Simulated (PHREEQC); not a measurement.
Consider water at 25 °C with 76 mmol/kgw NH4BF4, 100 mmol/kgw Na2HPO4 and 0.079 mmol/kgw NaCl. Closed to the air; pH follows from the charge balance.

All values are PHREEQC results (ion-association model, phreeqc.dat), not measurements.

```json
{
  "pH": "5.16",
  "ionic_strength": "0.273 mol/kgw",
  "activity_of_water": "0.991",
  "total_alkalinity": "-128 meq/kg"
}
```

| species | molality | activity | log γ |
|---|---|---|---|
| Na+ | 0.194 | 0.143 | -0.134 |
| F- | 0.103 | 0.0704 | -0.166 |
| H2PO4- | 0.0973 | 0.0708 | -0.138 |
| NH4+ | 0.0760 | 0.0495 | -0.186 |
| BF4- | 0.0262 | 0.0193 | -0.133 |
| BF2(OH)2- | 0.0246 | 0.0181 | -0.133 |
| BF3OH- | 0.0132 | 0.00969 | -0.133 |
| H3BO3 | 0.0116 | 0.0123 | 0.027 |

No solid was allowed to form. Real BF4- forms and hydrolyses slowly; the run takes it at equilibrium.
